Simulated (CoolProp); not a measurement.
Vapour-liquid equilibrium of carbon dioxide (1) + propylene (2) at 1.02 MPa; x and y are mole fractions of (1).

The numbers come from the multi-fluid Helmholtz-energy mixture model, Span 1996 and Lemmon 2013; pair parameters Bell 2016 in CoolProp.

```
x     bubble temperature (K)  y at the bubble point  dew temperature at overall composition x (K)  liquid density (mol/L)
----  ----------------------  ---------------------  --------------------------------------------  ----------------------
0.05                   282.4                  0.250                                         291.2                   12.87
0.2                    260.8                  0.639                                         284.7                   14.52
0.35                   249.8                  0.780                                         277.7                   16.01
0.5                    243.8                  0.848                                         269.6                   17.56
0.65                   240.0                  0.891                                         260.0                   19.32
0.8                    237.1                  0.930                                         248.1                   21.48
0.95                   234.4                  0.978                                         235.8                   24.23
```

No azeotrope shows between x = 0.05 and 0.95.

Pair parameters are fitted to limited data, so mixtures are less certain than the pure fluids.
